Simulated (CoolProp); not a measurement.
Propylene along the isobar 7.35 MPa: fugacity coefficient from the reference equation and from simpler models built on Tc = 364.2 K, pc = 4.555 MPa, ω = 0.146; each cubic takes its own stable root.

Computed with CoolProp (reference Helmholtz-energy equation of state, Lemmon 2013).

| T (K) | phase | reference | van der Waals | Redlich-Kwong | Soave-Redlich-Kwong |
|---|---|---|---|---|---|
| 154.5 | liquid | 0.0001309 | 0.008814 | 0.0001511 | 0.0001326 |
| 167.3 | liquid | 0.0004545 | 0.01543 | 0.0005644 | ___ |
| 180.2 | liquid | 0.001298 | 0.02499 | 0.001676 | 0.001301 |
| 193 | liquid | 0.003129 | 0.03776 | 0.004109 | 0.003140 |
| 205.9 | liquid | ___ | 0.05423 | 0.008774 | 0.006714 |
| 218.7 | liquid | 0.01274 | 0.07431 | 0.01661 | 0.01287 |
| 231.5 | liquid | 0.02231 | 0.09814 | 0.02866 | 0.02264 |
| 244.4 | liquid | 0.03650 | 0.1259 | 0.04602 | ___ |
| 257.2 | liquid | 0.05599 | ___ | ___ | 0.05733 |

### Question
Complete the blanks.

### Answer

- 167.3, Soave-Redlich-Kwong: 0.0004570
- 205.9, reference: 0.006672
- 244.4, Soave-Redlich-Kwong: 0.03721
- 257.2, van der Waals: 0.1569
- 257.2, Redlich-Kwong: 0.06911
